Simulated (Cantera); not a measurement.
Charge: 1 mol SiC, 1.6 mol N₂O, 1.2 mol H₂, at 1773.15 K.

These are equilibrium values from Cantera (NASA tables, ideal gas, pure condensed phases), not measurements of a reactor. Candidate condensed phases: C, C₆H₆, C₇H₈, C₈H₁₈, H₂O, Si, SiC, SiO₂, Si₂N₂O, Si₃N₄; 151 gas species. Mutual solubility and eutectic melting of coexisting phases are not modelled. The tables hold silica as quartz up to 1696 K and as liquid above; real silica turns to tridymite and cristobalite and melts near 1996 K. Kinetics and transport are ignored.

### Question
What share of the Si ends up in condensed phases as a function of P (Pa), at 0.100, 0.600, 3.60, 22, 130, 770, 4600, 28000, 170000, 1000000?

### Answer
```csv
P (Pa),Si condensed (%),as
0.100,0.0,-
0.600,0.0,-
3.60,16.0,SiC(s)
22,19.3,SiC(s)
130,19.9,SiC(s)
770,20.0,SiC(s)
4600,80.0,Si₂N₂O(s)
28000,97.2,SiO₂(condensed) + Si₂N₂O(s)
170000,99.8,SiO₂(condensed) + Si₂N₂O(s)
1000000,100.0,SiO₂(condensed) + Si₂N₂O(s)
```
